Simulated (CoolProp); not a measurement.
Properties of hexamethyldisiloxane (MM) along the isotherm 14.05 °C (Tc = 245.6 °C, pc = 19.31 bar, ω = 0.418).

Values from CoolProp's reference Helmholtz-energy equation of state, Thol 2016.

```tsv
p (bar)	phase	density (kg/m³)	Joule-Thomson coefficient (K/MPa)	isothermal compressibility (1/MPa)	expansivity (1/kK)	fugacity coefficient
2.9	liquid	771.4	-0.4244	0.001908	1.349	0.01096
5.79	liquid	771.8	-0.4253	0.001895	1.344	0.005633
8.69	liquid	?	-0.4261	?	1.339	0.003850
11.6	liquid	772.7	-0.4269	0.001871	?	0.002959
14.5	liquid	?	-0.4278	0.001859	1.329	0.002429
17.4	liquid	773.5	?	0.001847	1.325	0.002076
20.3	liquid	773.9	-0.4294	0.001836	1.320	0.001826
23.2	liquid	774.3	-0.4302	0.001825	1.316	0.001639
26.1	liquid	?	-0.4309	0.001813	1.311	0.001494
29	liquid	?	-0.4317	?	1.307	0.001379
```

Question: Complete the blanks.

Answer: 
- 8.69, density (kg/m³): 772.3
- 8.69, isothermal compressibility (1/MPa): 0.001883
- 11.6, expansivity (1/kK): 1.334
- 14.5, density (kg/m³): 773.1
- 17.4, Joule-Thomson coefficient (K/MPa): -0.4286
- 26.1, density (kg/m³): 774.8
- 29, density (kg/m³): 775.2
- 29, isothermal compressibility (1/MPa): 0.001802
